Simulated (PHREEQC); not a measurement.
1 kg of water holding 0.061 mol Na2CO3, 0.017 mol NaCl, 0.046 mol NaOH and 0.05 mol Na2SO4 is evaporated at 25 °C; the solids stay in contact with the brine. CO2 is held at log p = -3.4 (atm). Solids allowed: Burkeite, Halite, Mirabilite, Nahcolite, Natron, Thenardite, Trona. Others were left out.

The series has 21 steps of water left (kg), from 0.9999 to 0.01365.

Computed with PHREEQC (Pitzer model, pitzer.dat).

### Question
Which solids form, in which order, and at which step of the series does each first stand?

### Answer
Trona from water left = 0.03562 kg (pH 10.01); Mirabilite from water left = 0.02064 kg (pH 9.95).

Complexes and solids missing from the database can't appear.
